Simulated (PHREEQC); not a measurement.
Dissolve 0.029 mol/kgw H2SO4, 0.00017 mol/kgw CuSO4 and 0.00019 mol/kgw CuCl2 at 25 °C. Closed to the air; pH follows from the charge balance.

Computed with PHREEQC (ion-association model, phreeqc.dat).

This is a speciation only: nothing precipitates in the calculation.

Estimate the pH.

pH 1.48.

In which forms is Cu present?

Cu+2 68 %, CuSO4 32 % of the Cu.
